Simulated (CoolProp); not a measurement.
Vapour-liquid equilibrium of cyclohexane (1) + n-heptane (2) at 72.75 °C; x and y are mole fractions of (1).

Model: multi-fluid Helmholtz-energy mixture model, Zhou 2014 and Span 2003; pair parameters Bell 2016, in CoolProp.

| x | bubble pressure, mixture model (MPa) | bubble pressure, Raoult's law (MPa) | y, mixture model | y, Raoult's law |
|---|---|---|---|---|
| 0.05 | 0.04648 | 0.04635 | [?] | 0.085 |
| 0.2 | 0.05201 | 0.05155 | 0.310 | 0.307 |
| 0.35 | 0.05744 | 0.05674 | 0.489 | 0.489 |
| 0.5 | [?] | 0.06193 | [?] | 0.640 |
| 0.65 | [?] | 0.06712 | 0.762 | 0.767 |
| 0.8 | 0.07279 | 0.07232 | 0.871 | 0.877 |
| 0.95 | 0.07764 | 0.07751 | 0.969 | 0.971 |

**Question.** What belongs in the gaps?

**Answer.** 
- 0.05, y, mixture model: 0.087
- 0.5, bubble pressure, mixture model (MPa): 0.06271
- 0.5, y, mixture model: 0.637
- 0.65, bubble pressure, mixture model (MPa): 0.06783

The largest gap from Raoult's law is +1.3 % in bubble pressure, at x = 0.5. No azeotrope shows between x = 0.05 and 0.95.

The pair parameters rest on a limited set of measurements; away from them the model extrapolates.
